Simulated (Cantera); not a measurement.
Input: 1 mol Si, 19 mol HBr, 9.4 mol H₂, held at 1150 K and 10.0 mbar.

These are equilibrium values from Cantera (NASA tables, ideal gas, pure condensed phases), not measurements of a reactor. Candidate condensed phases: Br₂, Si; 19 gas species. The tables' values for SiBr₃ are old estimates; treat these amounts as uncertain. The numbers say what is thermodynamically allowed, not how fast it happens.

Base state: HBr 0.549, H₂ 0.414, SiBr₄ 0.0344, SiBr₂ 0.00106, SiBr₃ 0.000636, Br 0.000359, SiHBr₃ 0.000314 (mole fractions); condensed: gas only.

Problem. What changes in the equilibrium state with this change: H₂ from 9.4 to 2.8 mol?

Solution. 
```
species    before     after
-------  --------  --------
HBr         0.549     0.721
H₂          0.414     0.230
SiBr₄      0.0344    0.0469
SiBr₂     0.00106  0.000465
Br       0.000359  0.000632
SiHBr₃   0.000314  0.000181
```
